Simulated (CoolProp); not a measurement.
Vapour-liquid equilibrium of n-hexane (1) + cyclohexane (2) at 318.9 K; x and y are mole fractions of (1).

Computed with CoolProp (multi-fluid Helmholtz-energy mixture model, Thol 2019 and Zhou 2014; pair parameters Bell 2016).

| x | bubble pressure (bar) | y at the bubble point | dew pressure at overall composition x (bar) | liquid density (mol/L) |
|---|---|---|---|---|
| 0.05 | … | 0.080 | 0.3153 | 8.867 |
| 0.2 | 0.3477 | 0.284 | … | … |
| 0.35 | 0.3730 | 0.451 | 0.3576 | 8.344 |
| 0.5 | 0.3959 | 0.596 | … | … |
| 0.65 | 0.4172 | 0.726 | 0.4047 | … |
| 0.8 | 0.4374 | 0.848 | 0.4294 | 7.652 |
| 0.95 | … | 0.963 | 0.4546 | 7.443 |

Question: What belongs in the gaps?

Answer: 
- 0.05, bubble pressure (bar): 0.3193
- 0.2, dew pressure at overall composition x (bar): 0.3357
- 0.2, liquid density (mol/L): 8.599
- 0.5, dew pressure at overall composition x (bar): 0.3807
- 0.5, liquid density (mol/L): 8.102
- 0.65, liquid density (mol/L): 7.871
- 0.95, bubble pressure (bar): 0.4568

No azeotrope shows between x = 0.05 and 0.95.

The pair parameters rest on a limited set of measurements; away from them the model extrapolates.
